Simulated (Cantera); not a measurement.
Cantera run, input and output.

```python
import numpy as np
import cantera as ct

gas = ct.Solution("h2o2.yaml")
gas.TPX = 550, 180000, {'H2': 1, 'O2': 0.455, 'N2': 1.71}
flame = ct.FreeFlame(gas, width=0.027)
flame.set_refine_criteria(ratio=3, slope=0.08, curve=0.16)
flame.transport_model = "mixture-averaged"
flame.solve(loglevel=0, auto=True)
z, T = flame.grid, flame.T
thick = (T[-1] - T[0]) / np.gradient(T, z).max()
show = ['H2', 'O2', 'H2O', 'H', 'H2O2', 'HO2']
print(f"laminar burning velocity  {flame.velocity[0] * 100:.3f} cm/s")
print(f"burnt temperature         {T[-1]:.1f} K")
print(f"thermal thickness         {thick * 1e3:.4f} mm")
print(f"grid points               {len(z)}")
z0 = z[flame.heat_release_rate.argmax()]
print(f"{'z/mm':>9s}{'T/K':>9s}{'u/(m/s)':>9s}" + "".join(f"{s:>11s}" for s in show))
rows = []
for k in (-3, -2, -1.5, -1, -0.5, -0.25, 0, 0.25, 0.5, 1, 2, 4, 8):
    zz = z0 + k * thick
    rows.append([k * thick, np.interp(zz, z, T), np.interp(zz, z, flame.velocity),
                 *(np.interp(zz, z, flame.X[gas.species_index(s)]) for s in show)])
    print(f"{rows[-1][0] * 1e3:9.3f}{rows[-1][1]:9.1f}{rows[-1][2]:9.3f}" + "".join(f"{x:11.3e}" for x in rows[-1][3:]))
```

Output:

```
laminar burning velocity  690.457 cm/s
burnt temperature         2554.8 K
thermal thickness         0.2116 mm
grid points               123
     z/mm      T/K  u/(m/s)         H2         O2        H2O          H       H2O2        HO2
   -0.635    550.0    6.905  3.160e-01  1.438e-01  6.414e-13  1.509e-16  1.025e-15  2.642e-13
   -0.423    550.0    6.905  3.160e-01  1.438e-01  6.007e-11  2.875e-14  1.402e-13  3.284e-11
   -0.317    550.0    6.905  3.160e-01  1.438e-01  1.355e-09  1.311e-12  4.133e-12  9.259e-10
   -0.212    550.0    6.904  3.159e-01  1.438e-01  1.791e-07  1.705e-09  8.868e-10  1.773e-07
   -0.106    565.2    7.050  3.109e-01  1.444e-01  5.052e-04  5.250e-05  4.483e-06  2.397e-04
   -0.053    809.2    9.803  2.733e-01  1.393e-01  2.101e-02  4.830e-03  3.751e-05  3.571e-04
    0.000   1291.5   15.098  1.699e-01  9.852e-02  1.115e-01  3.313e-02  9.092e-06  1.447e-04
    0.053   1620.6   18.695  8.472e-02  4.293e-02  2.102e-01  5.458e-02  3.546e-06  5.648e-05
    0.106   1780.9   20.394  6.272e-02  2.461e-02  2.422e-01  5.326e-02  2.082e-06  2.912e-05
    0.212   1945.1   22.052  5.841e-02  1.807e-02  2.570e-01  4.234e-02  1.137e-06  1.802e-05
    0.423   2109.8   23.646  5.621e-02  1.417e-02  2.700e-01  3.022e-02  6.557e-07  1.158e-05
    0.847   2261.3   25.059  5.215e-02  1.044e-02  2.842e-01  2.006e-02  4.302e-07  7.048e-06
    1.693   2387.2   26.196  4.702e-02  7.125e-03  2.981e-01  1.265e-02  3.135e-07  4.148e-06
```

Model: the H2/O2 subset of GRI-Mech 3.0, which has no nitrogen chemistry, integrated in Cantera. Burning velocities carry a grid error of a few per cent, more on coarse grids.
